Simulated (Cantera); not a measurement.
Input: 1 mol HMDSO, 2.7 mol O3, held at 923 K and 6000 Pa.

Equilibrium computed with Cantera from the NASA thermochemical tables; the gas is ideal and each condensed phase is pure. Candidate condensed phases: C, C6H6, C7H8, C8H18, H2O, Si, SiC, SiO2; 123 gas species. The feed counts by its element totals alone. The numbers say what is thermodynamically allowed, not how fast it happens.

Base state: H2 0.636, CO 0.320, CO2 0.0194, H2O 0.0189, CH4 0.00565 (mole fractions); condensed: C(graphite) + SiO2(β-quartz).

Problem. What changes in the equilibrium state with this change: O3 from 2.7 to 0.32 mol?

Solution. 
```
species               before    after
-------------------  -------  -------
H2                     0.636    0.986
CH4                  0.00565   0.0136
CO                     0.320  9.80e-8
CO2                   0.0194    <1e-9
H2O                   0.0189  8.96e-9
C(graphite), mol        1.34     4.86
SiO2(β-quartz), mol     2.00    0.980
SiC(s), mol                0     1.02
```

Problem. What changes in the equilibrium state with this change: temperature from 923 K to 1400 K?

Solution. 
| species | before | after |
|---|---|---|
| H2 | 0.636 | 0.638 |
| CO | 0.320 | 0.362 |
| CH4 | 0.00565 | 0.000106 |
| CO2 | 0.0194 | 1.35e-5 |
| H2O | 0.0189 | 5.16e-5 |
| SiO | <1e-9 | 1.58e-5 |
| H | <1e-9 | 1.59e-5 |
| C(graphite), mol | 1.34 | 0.899 |
| SiO2(β-quartz), mol | 2.00 | 2.00 |
The tables hold silica as quartz up to 1696 K and as liquid above; real silica turns to tridymite and cristobalite and melts near 1996 K.
